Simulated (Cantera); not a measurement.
A Cantera script and what it prints.

```python
import numpy as np
import cantera as ct

gas_names = [...]  # 110 gases of nasa_gas.yaml made of C, H, O
cond_names = """
    C(gr) C6H6(L) C7H8(L) C8H18(L),n-octa H2O(s) H2O(L)
""".split()


# ... load() reads the species with a 1 bar reference pressure and builds the phases ...
atoms = {
    'CH4': {'C': 1, 'H': 4},
    'O2': {'O': 2},
    'H2': {'H': 2},
}
top_T = {'C(gr)': 4500}  # K; cautious upper limits of use, not melting points


# ... equilibrate(T, P, feed) seeds the gas with the atoms and calls Mixture.equilibrate('TP', solver="vcs", rtol=1e-11, max_steps=5000) ...
results = []
P = 180000  # Pa
for T in [1198, 1298, 1398, 1498, 1598, 1698, 1798, 1898, 1998]:
    for m in [0.88, 1.3, 2.1, 3.2, 4.9, 7.5, 11, 18, 27, 41, 63, 97]:
        feed = {'CH4': 1, 'O2': 0.13, 'H2': m}  # mol
        mix = equilibrate(T, P, feed)
        results.append((T, P, feed, dict(zip(mix.species_names, mix.species_moles))))

for T, P, feed, n in results:
    print(f"{T:7g} {feed['H2']:10.4g}  " + (" + ".join(c for c in cond_names if n.get(c, 0) > 1e-12) or "gas only"))
```

It prints:

```
   1198       0.88  C(gr)
   1198        1.3  C(gr)
   1198        2.1  C(gr)
   1198        3.2  C(gr)
   1198        4.9  C(gr)
   1198        7.5  C(gr)
   1198         11  C(gr)
   1198         18  C(gr)
   1198         27  gas only
   1198         41  gas only
   1198         63  gas only
   1198         97  gas only
   1298       0.88  C(gr)
   1298        1.3  C(gr)
   1298        2.1  C(gr)
   1298        3.2  C(gr)
   1298        4.9  C(gr)
   1298        7.5  C(gr)
   1298         11  C(gr)
   1298         18  C(gr)
   1298         27  C(gr)
   1298         41  C(gr)
   1298         63  gas only
   1298         97  gas only
   1398       0.88  C(gr)
   1398        1.3  C(gr)
   1398        2.1  C(gr)
   1398        3.2  C(gr)
   1398        4.9  C(gr)
   1398        7.5  C(gr)
   1398         11  C(gr)
   1398         18  C(gr)
   1398         27  C(gr)
   1398         41  C(gr)
   1398         63  C(gr)
   1398         97  gas only
   1498       0.88  C(gr)
   1498        1.3  C(gr)
   1498        2.1  C(gr)
   1498        3.2  C(gr)
   1498        4.9  C(gr)
   1498        7.5  C(gr)
   1498         11  C(gr)
   1498         18  C(gr)
   1498         27  C(gr)
   1498         41  C(gr)
   1498         63  C(gr)
   1498         97  C(gr)
   1598       0.88  C(gr)
   1598        1.3  C(gr)
   1598        2.1  C(gr)
   1598        3.2  C(gr)
   1598        4.9  C(gr)
   1598        7.5  C(gr)
   1598         11  C(gr)
   1598         18  C(gr)
   1598         27  C(gr)
   1598         41  C(gr)
   1598         63  C(gr)
   1598         97  C(gr)
   1698       0.88  C(gr)
   1698        1.3  C(gr)
   1698        2.1  C(gr)
   1698        3.2  C(gr)
   1698        4.9  C(gr)
   1698        7.5  C(gr)
   1698         11  C(gr)
   1698         18  C(gr)
   1698         27  C(gr)
   1698         41  C(gr)
   1698         63  C(gr)
   1698         97  C(gr)
   1798       0.88  C(gr)
   1798        1.3  C(gr)
   1798        2.1  C(gr)
   1798        3.2  C(gr)
   1798        4.9  C(gr)
   1798        7.5  C(gr)
   1798         11  C(gr)
   1798         18  C(gr)
   1798         27  C(gr)
   1798         41  C(gr)
   1798         63  C(gr)
   1798         97  C(gr)
   1898       0.88  C(gr)
   1898        1.3  C(gr)
   1898        2.1  C(gr)
   1898        3.2  C(gr)
   1898        4.9  C(gr)
   1898        7.5  C(gr)
   1898         11  C(gr)
   1898         18  C(gr)
   1898         27  C(gr)
   1898         41  C(gr)
   1898         63  C(gr)
   1898         97  C(gr)
   1998       0.88  C(gr)
   1998        1.3  C(gr)
   1998        2.1  C(gr)
   1998        3.2  C(gr)
   1998        4.9  C(gr)
   1998        7.5  C(gr)
   1998         11  C(gr)
   1998         18  C(gr)
   1998         27  C(gr)
   1998         41  C(gr)
   1998         63  C(gr)
   1998         97  C(gr)
```

Equilibrium computed with Cantera from the NASA thermochemical tables; the gas is ideal and each condensed phase is pure.
